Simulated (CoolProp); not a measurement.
The numbers come from the reference Helmholtz-energy equation of state, Thol 2015 in CoolProp.

Task: For octamethylcyclotetrasiloxane (D4), give the phase and the Z, speed of sound (m/s), Joule-Thomson coefficient (K/MPa), expansivity (1/kK) at 620 K and 4330 kPa.

Result: 
- 620 K and 4330 kPa: supercritical; Z 0.477, speed of sound 190, Joule-Thomson coefficient 1.19, expansivity 4.00
